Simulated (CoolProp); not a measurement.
A single-stage vapour-compression cycle with R1336mzz(E): evaporating at 313.15 K (dew point), condensing at 338.15 K (bubble point), superheat 2 K, subcooling 0 K, compressor efficiency 0.9, no pressure losses. Each further row changes one setting.

The numbers come from the reference Helmholtz-energy equation of state, Akasaka 2023 in CoolProp.

```json
[
 {"case": "as stated", "cooling COP": "9.46", "pressure ratio": "2.05", "discharge temperature (K)": "338.2", "refrigerating effect (kJ/kg)": "105", "volumetric capacity (kJ/m³)": "2350"},
 {"case": "evaporating temperature 318.15 K", "cooling COP": "?", "pressure ratio": "?", "discharge temperature (K)": "338.2", "refrigerating effect (kJ/kg)": "109", "volumetric capacity (kJ/m³)": "2830"},
 {"case": "condensing temperature 333.15 K", "cooling COP": "12.3", "pressure ratio": "1.79", "discharge temperature (K)": "333.1", "refrigerating effect (kJ/kg)": "112", "volumetric capacity (kJ/m³)": "2500"},
 {"case": "subcooling 5 K", "cooling COP": "10.1", "pressure ratio": "2.05", "discharge temperature (K)": "338.2", "refrigerating effect (kJ/kg)": "112", "volumetric capacity (kJ/m³)": "2500"},
 {"case": "superheat 12 K", "cooling COP": "?", "pressure ratio": "2.05", "discharge temperature (K)": "344.9", "refrigerating effect (kJ/kg)": "?", "volumetric capacity (kJ/m³)": "2440"},
 {"case": "compressor efficiency 0.8", "cooling COP": "8.41", "pressure ratio": "2.05", "discharge temperature (K)": "338.2", "refrigerating effect (kJ/kg)": "105", "volumetric capacity (kJ/m³)": "2350"}
]
```

Question: What belongs in the gaps?

Answer: 
- evaporating temperature 318.15 K, cooling COP: 12.4
- evaporating temperature 318.15 K, pressure ratio: 1.76
- superheat 12 K, cooling COP: 9.73
- superheat 12 K, refrigerating effect (kJ/kg): 114

The compression ends wet for: as stated; evaporating temperature 318.15 K; condensing temperature 333.15 K; subcooling 5 K; compressor efficiency 0.8.
